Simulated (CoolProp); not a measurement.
Computed with CoolProp (reference Helmholtz-energy equation of state, Akasaka 2022).

Question: Give the vapour pressure (MPa), liquid density (kg/m³), liquid cp (kJ/(kg K)) of saturated R1233zd(E) at 241.9 K.

Answer: 
```json
[
 {"T (K)": "241.9", "p (MPa)": "0.00996", "liquid density (kg/m³)": "1390", "liquid cp (kJ/(kg K))": "1.08"}
]
```
